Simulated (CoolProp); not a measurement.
A simple Rankine cycle with hydrogen sulfide: condensing at 309.15 K, boiler at 6.24 MPa, turbine inlet 367.2 K, turbine efficiency 0.85, pump efficiency 0.7, no recuperator. Each further row changes one setting.

Values from CoolProp's reference Helmholtz-energy equation of state, Lemmon 2006. It is a short technical equation, of lower accuracy than the large ones.

```json
[
 {"case": "as stated", "thermal efficiency (%)": "8.7", "net work (kJ/kg)": "…", "heat in (kJ/kg)": "398", "turbine exit temperature (K)": "309.2", "volume ratio over the turbine": "2.17"},
 {"case": "turbine inlet 387.2 K", "thermal efficiency (%)": "9.3", "net work (kJ/kg)": "…", "heat in (kJ/kg)": "437", "turbine exit temperature (K)": "312.6", "volume ratio over the turbine": "…"},
 {"case": "condensing temperature 301.15 K", "thermal efficiency (%)": "10.2", "net work (kJ/kg)": "42.5", "heat in (kJ/kg)": "416", "turbine exit temperature (K)": "301.2", "volume ratio over the turbine": "2.59"},
 {"case": "boiler pressure 4.37 MPa", "thermal efficiency (%)": "5.9", "net work (kJ/kg)": "26.1", "heat in (kJ/kg)": "440", "turbine exit temperature (K)": "…", "volume ratio over the turbine": "1.52"},
 {"case": "turbine efficiency 0.75", "thermal efficiency (%)": "…", "net work (kJ/kg)": "29.8", "heat in (kJ/kg)": "398", "turbine exit temperature (K)": "309.2", "volume ratio over the turbine": "…"}
]
```

Question: Fill in the missing entries.

Answer: 
- as stated, net work (kJ/kg): 34.6
- turbine inlet 387.2 K, net work (kJ/kg): 40.6
- turbine inlet 387.2 K, volume ratio over the turbine: 2.04
- boiler pressure 4.37 MPa, turbine exit temperature (K): 324.5
- turbine efficiency 0.75, thermal efficiency (%): 7.5
- turbine efficiency 0.75, volume ratio over the turbine: 2.20

The expansion ends wet for: as stated; condensing temperature 301.15 K; turbine efficiency 0.75.
